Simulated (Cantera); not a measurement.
A closed system holds: 1 mol C6H6, 0.019 mol NH3, 36 mol H2, equilibrated at 2950 K and 720000 Pa.

Cantera equilibrium calculation (NASA polynomials, part measured and part estimated; ideal gas, pure solids and liquids). Candidate condensed phases: C, C6H6, C7H8, C8H18; 92 gas species. Rates play no part.

Base state: H2 0.901, C2H2 (acetylene) 0.0483, H 0.0478, C4H2 0.00108, CH4 0.000481, C2H 0.000410, CH3 0.000409, HCN 0.000392 (mole fractions); condensed: C(graphite).

Task: What changes in the equilibrium state with this change: temperature from 2950 K to 1298.15 K?

Result: 
| species | before | after |
|---|---|---|
| H2 | 0.901 | 0.948 |
| CH4 | 0.000481 | 0.0515 |
| N2 | 5.08e-6 | 0.000248 |
| C2H2 (acetylene) | 0.0483 | 5.30e-7 |
| H | 0.0478 | 3.90e-7 |
| C4H2 | 0.00108 | <1e-9 |
| C2H | 0.000410 | <1e-9 |
| C2H2 (vinylidene) | 0.000136 | <1e-9 |
| C3H3 (propargyl) | 5.26e-5 | <1e-9 |
| C(graphite), mol | 1.84 | 4.09 |
